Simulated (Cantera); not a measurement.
Input (Python, Cantera):

```python
import numpy as np
import cantera as ct

gas = ct.Solution("gri30.yaml")
gas.TPX = 1250, 490000, {'C3H8': 1, 'O2': 7.35, 'N2': 30.9}
reactor = ct.IdealGasConstPressureReactor(gas, energy="on", clone=False)
net = ct.ReactorNet([reactor])
net.rtol, net.atol = 1e-08, 1e-16
show = ['C3H8', 'O2', 'HCO', 'CO', 'CH2']
times = np.geomspace(2e-06, 5, 14)

steps = ct.SolutionArray(gas, extra=["t"])
rows = []
print(f"{'t/s':>10s}{'T/K':>9s}{'P/Pa':>11s}" + "".join(f"{s:>11s}" for s in show))
for t in times:
    while net.time < t:
        t_next = net.step()
        steps.append(gas.state, t=t_next)
    rows.append([np.interp(t, steps.t, y) for y in (steps.T, steps.P, *steps(*show).X.T)])
    print(f"{t:10.3e}{rows[-1][0]:9.1f}{rows[-1][1]:11.4g}" + "".join(f"{x:11.3e}" for x in rows[-1][2:]))
rate = np.gradient(steps.T, steps.t)
print("integrator steps:", len(steps.t))
if steps.T.max() > steps.T[0] + 200:
    print(f"time of steepest temperature rise: {steps.t[rate.argmax()]:.4e} s")
gas.TPX = 1250, 490000, {'C3H8': 1, 'O2': 7.35, 'N2': 30.9}
gas.equilibrate("HP")
print(f"equilibrium (HP): T = {gas.T:.1f} K  " + "  ".join(f"{s} {gas[s].X[0]:.3e}" for s in show))
```

It prints:

```
       t/s      T/K       P/Pa       C3H8         O2        HCO         CO        CH2
 2.000e-06   1250.0    4.9e+05  2.548e-02  1.873e-01  2.350e-14  1.064e-11  9.388e-14
 6.211e-06   1250.0    4.9e+05  2.547e-02  1.873e-01  3.240e-13  2.379e-10  7.315e-13
 1.929e-05   1249.9    4.9e+05  2.545e-02  1.872e-01  9.357e-12  1.051e-08  1.096e-11
 5.991e-05   1249.8    4.9e+05  2.533e-02  1.872e-01  2.813e-10  7.313e-07  1.009e-10
 1.860e-04   1250.2    4.9e+05  2.481e-02  1.869e-01  1.573e-09  1.462e-05  1.329e-10
 5.778e-04   1253.1    4.9e+05  2.267e-02  1.855e-01  9.960e-09  2.303e-04  3.114e-10
 1.794e-03   2479.4    4.9e+05  8.589e-50  5.796e-02  1.009e-09  4.349e-03  8.592e-18
 5.573e-03   2472.2    4.9e+05  7.584e-50  5.596e-02  9.603e-10  4.263e-03  7.805e-18
 1.731e-02   2464.0    4.9e+05  6.538e-50  5.369e-02  9.076e-10  4.168e-03  6.946e-18
 5.375e-02   2462.4    4.9e+05  6.343e-50  5.324e-02  8.975e-10  4.149e-03  6.781e-18
 1.669e-01   2462.4    4.9e+05  6.343e-50  5.324e-02  8.975e-10  4.149e-03  6.780e-18
 5.184e-01   2462.4    4.9e+05  6.343e-50  5.324e-02  8.975e-10  4.149e-03  6.780e-18
 1.610e+00   2462.4    4.9e+05  6.343e-50  5.324e-02  8.975e-10  4.149e-03  6.780e-18
 5.000e+00   2462.4    4.9e+05  6.343e-50  5.324e-02  8.975e-10  4.149e-03  6.780e-18
integrator steps: 2015
time of steepest temperature rise: 1.0915e-03 s
equilibrium (HP): T = 2462.4 K  C3H8 1.111e-49  O2 5.324e-02  HCO 8.975e-10  CO 4.149e-03  CH2 1.016e-17
```

Computed with Cantera and GRI-Mech 3.0 (53 species, 325 reactions). GRI-Mech 3.0 was tuned for natural gas; its chemistry of propane as a main component is partial and can be far from experiment.
